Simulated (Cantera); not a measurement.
Input (Python, Cantera):

```python
import numpy as np
import cantera as ct

gas = ct.Solution("gri30.yaml")
gas.TPX = 1075, 13332, {'C2H6': 1, 'N2': 13}
reactor = ct.IdealGasConstPressureReactor(gas, energy="off", clone=False)
net = ct.ReactorNet([reactor])
net.rtol, net.atol = 1e-08, 1e-18
show = ['C2H6', 'CH2', 'H', 'HCN', 'C2H2', 'CH4', 'CH3']
times = np.geomspace(2e-05, 100, 10)

steps = ct.SolutionArray(gas, extra=["t"])
rows = []
print(f"{'t/s':>10s}{'T/K':>9s}{'P/Pa':>11s}" + "".join(f"{s:>11s}" for s in show))
for t in times:
    while net.time < t:
        t_next = net.step()
        steps.append(gas.state, t=t_next)
    rows.append([np.interp(t, steps.t, y) for y in (steps.T, steps.P, *steps(*show).X.T)])
    print(f"{t:10.3e}{rows[-1][0]:9.1f}{rows[-1][1]:11.4g}" + "".join(f"{x:11.3e}" for x in rows[-1][2:]))
rate = np.gradient(steps.T, steps.t)
print("integrator steps:", len(steps.t))
if steps.T.max() > steps.T[0] + 200:
    print(f"time of steepest temperature rise: {steps.t[rate.argmax()]:.4e} s")
gas.TPX = 1075, 13332, {'C2H6': 1, 'N2': 13}
gas.equilibrate("TP")
print(f"equilibrium (TP): T = {gas.T:.1f} K  " + "  ".join(f"{s} {gas[s].X[0]:.3e}" for s in show))
```

Output:

```
       t/s      T/K       P/Pa       C2H6        CH2          H        HCN       C2H2        CH4        CH3
 2.000e-05   1075.0  1.333e+04  7.143e-02  2.186e-17  5.775e-12  2.915e-25  6.201e-21  2.485e-10  2.680e-08
 1.110e-04   1075.0  1.333e+04  7.143e-02  2.184e-15  1.882e-10  5.268e-23  7.866e-18  7.455e-09  1.427e-07
 6.162e-04   1075.0  1.333e+04  7.143e-02  8.821e-14  5.276e-09  2.640e-19  5.598e-14  1.979e-07  6.343e-07
 3.420e-03   1075.0  1.333e+04  7.140e-02  1.290e-12  8.156e-08  2.058e-15  4.514e-10  3.249e-06  1.459e-06
 1.898e-02   1075.0  1.333e+04  7.051e-02  1.403e-11  3.401e-07  1.673e-13  5.514e-07  4.519e-05  4.171e-06
 1.054e-01   1075.0  1.333e+04  6.318e-02  1.736e-11  4.064e-07  5.870e-13  4.427e-05  4.429e-04  4.550e-06
 5.848e-01   1075.0  1.333e+04  3.153e-02  1.179e-11  5.291e-07  9.139e-13  1.002e-03  2.579e-03  3.047e-06
 3.246e+00   1075.0  1.333e+04  1.394e-03  9.776e-13  3.097e-07  1.074e-12  7.228e-03  5.794e-03  5.686e-07
 1.802e+01   1075.0  1.333e+04  3.620e-04  2.639e-13  1.773e-07  1.099e-12  1.676e-02  6.742e-03  3.020e-07
 1.000e+02   1075.0  1.333e+04  2.854e-04  2.478e-13  1.582e-07  1.192e-12  2.707e-02  9.674e-03  3.472e-07
integrator steps: 1169
equilibrium (TP): T = 1075.0 K  C2H6 2.999e-05  CH2 1.708e-14  H 7.847e-09  HCN 3.187e-02  C2H2 1.387e-02  CH4 5.879e-02  CH3 2.215e-07
```

Cantera simulation using GRI-Mech 3.0 (53 species, 325 reactions); the numbers are that mechanism's predictions, not measurements. GRI-Mech 3.0 stops at C3 and has no aromatics, soot or wall deposition, so with more carbon than oxygen in the feed, carbon stays in small species such as C2H2 where larger ones or solid carbon would form.
